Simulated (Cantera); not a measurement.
Standard-state values (1 bar) from the NASA 1993 polynomials, evaluated with Cantera. Values are per mole of reaction as written; species without (g) are pure solids or liquids, kept so even where they would boil at 1 bar.

2 Ni + S₂(g) ⇌ 2 NiS, with ΔH° = -304.1 kJ and ΔS° = -182.0 J/K at 300 K.

Task: How far is the shortcut ΔG° ≈ ΔH°(300 K) − T·ΔS°(300 K) from the full temperature-dependent value at 398, 423, 448, 473, 498, 523, 548, 573, 598 K?

Result: 
```tsv
T (K)	shortcut (kJ)	full (kJ)	difference (kJ)	difference in log10 K
398	-231.7	-231.8	0.1	-0.02
423	-227.1	-227.3	0.2	-0.03
448	-222.6	-222.9	0.3	-0.04
473	-218.0	-218.4	0.4	-0.05
498	-213.5	-214.0	0.5	-0.06
523	-208.9	-209.6	0.7	-0.07
548	-204.4	-205.2	0.8	-0.08
573	-199.8	-200.8	0.9	-0.09
598	-195.3	-196.4	1.1	-0.10
```
The shortcut ignores the heat-capacity change of the reaction.
